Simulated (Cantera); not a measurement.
A closed system holds: 1 mol C₃H₆, 0.015 mol O₂, 0.78 mol N₂, held at 1600 °C and 12.0 mbar.

Cantera equilibrium calculation (NASA polynomials, part measured and part estimated; ideal gas, pure solids and liquids). The numbers say what is thermodynamically allowed, not how fast it happens.

```csv
species,before,after
H₂,0.781,0.618
CO,0.00785,0.214
N₂,0.202,0.160
C₂H₂ (acetylene),0.000244,0.000193
HCN,0.00344,0.00272
HNC,0.000153,0.000121
H,0.00521,0.00463
"C(graphite), mol",2.95,0.954
```
Gas species are given as mole fractions.

### Question
What was changed between the two runs?
A. pressure from 12.0 mbar to 42.0 Pa
B. C₃H₆ replaced by C₂H₅OH
C. temperature from 1600 °C to 2177 °C
D. pressure from 12.0 mbar to 0.133 bar

### Answer
B, C₃H₆ replaced by C₂H₅OH
